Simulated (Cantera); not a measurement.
An isothermal, constant-pressure homogeneous reactor starts with CH₃OH : O₂ : N₂ = 0.0033 : 0.0057 : 1 (molar parts), equivalence ratio 0.87, at 1525 K and 8.60 bar.

Model: GRI-Mech 3.0 (53 species, 325 reactions), integrated in Cantera. GRI-Mech 3.0 was tuned for natural gas; its chemistry of methanol as a main component is partial and can be far from experiment.

x: mole fraction; the columns are a selection and need not sum to one.

| t (s) | x CH₃OH | x O₂ | x HO₂ | x CH₂O | x NO | x NO₂ | x HCO |
|---|---|---|---|---|---|---|---|
| 2.00e-6 | 0.00327 | 0.00565 | [?] | 3.46e-6 | 1.10e-12 | <1e-12 | 1.52e-10 |
| 9.35e-6 | 0.00323 | 0.00563 | [?] | 3.83e-5 | 3.45e-11 | <1e-12 | 3.06e-9 |
| 4.37e-5 | 0.00254 | 0.00545 | [?] | 0.000593 | 6.52e-10 | 5.39e-11 | 3.69e-7 |
| 0.000205 | <1e-12 | 0.00174 | [?] | 5.98e-11 | 1.96e-6 | 3.19e-9 | 4.00e-9 |
| 0.000956 | <1e-12 | 0.000982 | [?] | 1.05e-12 | 2.59e-6 | 6.63e-9 | 1.15e-10 |
| 0.00447 | <1e-12 | 0.000763 | [?] | <1e-12 | 2.80e-6 | 1.33e-8 | <1e-12 |
| 0.0209 | <1e-12 | 0.000740 | [?] | <1e-12 | 2.84e-6 | 9.10e-9 | <1e-12 |
| 0.0978 | <1e-12 | 0.000740 | [?] | <1e-12 | 2.85e-6 | 2.88e-9 | <1e-12 |
| 0.457 | <1e-12 | 0.000740 | 1.46e-9 | <1e-12 | 2.85e-6 | 2.46e-9 | <1e-12 |
| 2.14 | <1e-12 | 0.000740 | 1.46e-9 | <1e-12 | 2.88e-6 | 2.48e-9 | <1e-12 |
| 10.0 | <1e-12 | 0.000740 | 1.46e-9 | <1e-12 | 2.98e-6 | 2.57e-9 | <1e-12 |

**Question.** What belongs in the gaps?

**Answer.** 
- 2.00e-6, x HO₂: 1.01e-6
- 9.35e-6, x HO₂: 1.04e-5
- 4.37e-5, x HO₂: 6.78e-5
- 0.000205, x HO₂: 2.65e-6
- 0.000956, x HO₂: 9.38e-7
- 0.00447, x HO₂: 1.68e-7
- 0.0209, x HO₂: 1.19e-8
- 0.0978, x HO₂: 1.80e-9
